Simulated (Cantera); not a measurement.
Cantera with NASA thermochemical tables; ideal gases at 1 bar, condensed phases pure. Values are per mole of reaction as written; species without (g) are pure solids or liquids, kept so even where they would boil at 1 bar.

Q: Between 873 and 1473 K, where is each reaction favourable under standard conditions?
- 2 B + O2(g) → B2O2(g)
- 0.6667 Cr + O2(g) → 0.6667 CrO3(g)
- 0.8 Ta + O2(g) → 0.4 Ta2O5

A: 
- 2 B + O2(g) → B2O2(g): ΔG° is -479 kJ at 873 K and -492 kJ at 1473 K; it stays negative (K > 1). ΔH° is -462 kJ and ΔS° 20 J/K at 1473 K.
- 0.6667 Cr + O2(g) → 0.6667 CrO3(g): ΔG° is -156 kJ at 873 K and -127 kJ at 1473 K; it stays negative (K > 1). ΔH° is -200 kJ and ΔS° -50 J/K at 1473 K.
- 0.8 Ta + O2(g) → 0.4 Ta2O5: ΔG° is -664 kJ at 873 K and -564 kJ at 1473 K; it stays negative (K > 1). ΔH° is -802 kJ and ΔS° -161 J/K at 1473 K.
